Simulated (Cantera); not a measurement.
Charge: 1 mol CsCl, 1.7 mol O2, 1.6 mol N2, at 750 Torr.

Cantera equilibrium calculation (NASA polynomials, part measured and part estimated; ideal gas, pure solids and liquids). Candidate condensed phases: Cs, CsCl; 18 gas species. Equilibrium is a limit: real reactors are often held back by kinetics, nucleation or transport.

x: gas mole fraction; n: condensed amount in mol.

```csv
T (K),x O2,x N2,x CsCl,x Cs2Cl2,x NO,n CsCl(l)
1350,0.442,0.416,0.105,0.0355,0.000571,0.323
1400,0.412,0.388,0.155,0.0441,0.000713,0
1450,0.408,0.384,0.173,0.0334,0.000925,0
1500,0.405,0.381,0.189,0.0247,0.00118,0
1550,0.402,0.378,0.201,0.0179,0.00149,0
1600,0.400,0.376,0.210,(withheld),(withheld),0
1650,0.398,0.374,0.216,0.00930,0.00226,0
1700,0.397,0.373,0.221,0.00673,0.00274,0
1750,0.396,0.372,0.224,0.00492,0.00329,0
1800,0.395,0.371,0.226,(withheld),(withheld),0
1850,0.394,0.371,0.228,0.00271,0.00461,0
```

Problem. What belongs in the gaps?

Solution. 
- 1600, x Cs2Cl2: 0.0129
- 1600, x NO: 0.00184
- 1800, x Cs2Cl2: 0.00363
- 1800, x NO: 0.00391
